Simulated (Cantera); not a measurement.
An adiabatic, constant-pressure homogeneous reactor starts with CH4 : CO : O2 : N2 = 1 : 0.034 : 2.08 : 7.82 (molar parts), at 1625 K and 750 Torr. Integrator tolerance rtol = 1e-08.

Cantera simulation using GRI-Mech 3.0 (53 species, 325 reactions); the numbers are that mechanism's predictions, not measurements.

| quantity | before | after |
|---|---|---|
| time of steepest temperature rise | 0.382 ms | 1.47 ms |
| temperature at 4.00 s | 2770 K | 2650 K |
| equilibrium temperature | 2770 K | 2650 K |
| x(CH4) at 4.00 s | <1e-12 (gas-phase equilibrium <1e-12) | <1e-12 (gas-phase equilibrium <1e-12) |
| x(CO) at 4.00 s | 0.0421 (gas-phase equilibrium 0.0421) | 0.0457 (gas-phase equilibrium 0.0457) |
| x(O2) at 4.00 s | 0.0235 (gas-phase equilibrium 0.0235) | 0.0268 (gas-phase equilibrium 0.0268) |
| x(H2) at 4.00 s | 0.0179 (gas-phase equilibrium 0.0179) | 0.0211 (gas-phase equilibrium 0.0211) |
| x(HO2) at 4.00 s | 6.19e-6 (gas-phase equilibrium 6.19e-6) | 3.44e-6 (gas-phase equilibrium 3.44e-6) |
| x(HCO) at 4.00 s | 4.13e-8 (gas-phase equilibrium 4.13e-8) | 1.66e-8 (gas-phase equilibrium 1.66e-8) |
| x(OH) at 4.00 s | 0.0213 (gas-phase equilibrium 0.0213) | 0.0230 (gas-phase equilibrium 0.0230) |

Task: Name the change that produced these shifts.
A. pressure from 750 Torr to 158 Torr
B. initial temperature 1625 to 1525 K
C. initial temperature 1625 to 1700 K
D. constant volume in place of constant pressure

Result: A, pressure from 750 Torr to 158 Torr
